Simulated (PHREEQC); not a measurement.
Solution (40 °C): 0.0011 mol/kgw TMAH, 0.00024 mol/kgw H4SiO4 and 0.022 mol/kgw K2CO3. Closed to the air; pH follows from the charge balance.

The numbers come from PHREEQC with the ion-association model, phreeqc.dat.

This is a speciation only: nothing precipitates in the calculation.

Question: Predict the pH, ionic strength, density.

Answer: pH 10.91; ionic strength 0.0649 mol/kgw; density 0.995 g/cm³.

Question: In which forms is C present?

Answer: CO3-2 90 %, HCO3- 9.8 % of the C.

(CH3)4N+ isn't in the database: it is added as a free cation with an ion size of 4 Å. Away from 25 °C the constants follow the database's enthalpies or fits; those with neither stay at their 25 °C values.
